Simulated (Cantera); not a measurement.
Input (Python, Cantera) and output of one run.

```python
import numpy as np
import cantera as ct

gas_names = """
    CL CL2 H HCL H2 N NH NH2 NH3 N2 N2H2 N2H4 Si SiCL SiCL2 SiCL3 SiCL4 SiH SiHCL3 SiH2 SiH2CL2 SiH3
    SiH3CL SiH4 SiN Si2 Si2N Si3
""".split()
cond_names = """
    NH4CL(a) NH4CL(b) Si(cr) Si(L) Si3N4(a)
""".split()


# ... load() reads the species with a 1 bar reference pressure and builds the phases ...
atoms = {
    'Si2Cl6': {'Si': 2, 'CL': 6},
    'NH3': {'N': 1, 'H': 3},
    'N2': {'N': 2},
}
top_T = {'Si3N4(a)': 2400}  # K; cautious upper limits of use, not melting points


# ... equilibrate(T, P, feed) seeds the gas with the atoms and calls Mixture.equilibrate('TP', solver="vcs", rtol=1e-11, max_steps=5000) ...
results = []
feed = {'Si2Cl6': 1, 'NH3': 3.3, 'N2': 4.3}  # mol
T = 1723  # K
P = 133.322  # Pa
mix = equilibrate(T, P, feed)
results.append((T, P, feed, dict(zip(mix.species_names, mix.species_moles))))
print(gas.report(threshold=1e-05))
for i in range(1, mix.n_phases):
    print(f"{mix.phase(i).name:16s} {mix.phase_moles(i):12.5e} mol")
```

It prints:

```
       temperature   1723 K
          pressure   133.32 Pa
           density   0.00029769 kg/m^3
  mean mol. weight   31.987 kg/kmol
   phase of matter   gas

                          1 kg             1 kmol
                     ---------------   ---------------
          enthalpy        4.3147e+05        1.3802e+07  J
   internal energy            -16386       -5.2415e+05  J
           entropy            9776.6        3.1272e+05  J/K
    Gibbs function       -1.6414e+07       -5.2502e+08  J
 heat capacity c_p            1184.4             37885  J/K
 heat capacity c_v            924.44             29570  J/K

                      mass frac. Y      mole frac. X     chem. pot. / RT
                     ---------------   ---------------   ---------------
                CL         0.0011533         0.0010407           -27.389
                 H        8.3659e-05         0.0026548            -13.45
               HCL           0.16298           0.14299           -40.839
                H2          0.017808           0.28255             -26.9
                N2           0.37412           0.42718            -33.92
                Si        0.00036627        0.00041716           -5.5759
              SiCL         0.0011352         0.0005715           -32.965
             SiCL2           0.43803           0.14155           -60.353
             SiCL3         0.0042038         0.0010002           -87.742
             SiCL4        7.0448e-05        1.3264e-05           -115.13
               SiH        1.0591e-05        1.1644e-05           -19.026
     [  +17 minor]        4.8642e-05        2.0964e-05

Si(L)             0.00000e+00 mol
Si3N4(a)          0.00000e+00 mol
```

Equilibrium computed with Cantera from the NASA thermochemical tables; the gas is ideal and each condensed phase is pure. The feed counts by its element totals alone. The tables' values for SiCl3, SiCl are old estimates; treat these amounts as uncertain.
